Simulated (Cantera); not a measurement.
## Oxide etching and cleaning by halides: B2O3 + BCl3 + O2

Feed: 1 mol B2O3, 4 mol BCl3, 13 mol O2, at 16.0 Pa.

Cantera equilibrium calculation (NASA polynomials, part measured and part estimated; ideal gas, pure solids and liquids). Candidate condensed phases: B, B2O3; 18 gas species. The tables' values for BOCl are old estimates; treat these amounts as uncertain. The numbers say what is thermodynamically allowed, not how fast it happens.

| T (K) | x O2 | x Cl | x Cl2 | x B2O3 | x BOCl | x BO2 | x ClO | n B2O3(l) |
|---|---|---|---|---|---|---|---|---|
| 798 | 0.625 | 0.000432 | 0.375 | <1e-12 | 3.15e-11 | <1e-12 | 5.29e-7 | 3.00 |
| 898 | 0.624 | 0.00344 | 0.373 | 8.89e-11 | 5.16e-9 | 1.21e-10 | 2.90e-6 | 3.00 |
| 998 | 0.619 | 0.0179 | 0.363 | 1.90e-8 | 2.93e-7 | 1.08e-8 | 1.12e-5 | 3.00 |
| 1098 | 0.604 | 0.0670 | 0.329 | 1.48e-6 | 7.59e-6 | 4.18e-7 | 3.21e-5 | 3.00 |
| 1198 | 0.568 | 0.183 | 0.249 | 5.39e-5 | 0.000103 | 8.58e-6 | 6.88e-5 | 3.00 |
| 1298 | 0.514 | 0.351 | 0.133 | 0.00110 | 0.000766 | 0.000108 | 0.000105 | 2.97 |
| 1398 | 0.468 | 0.468 | 0.0448 | 0.0143 | 0.00323 | 0.000935 | 0.000115 | 2.65 |
x: gas mole fraction; n: condensed amount in mol.

From 798 K to 1398 K the condensed part is B2O3(l).
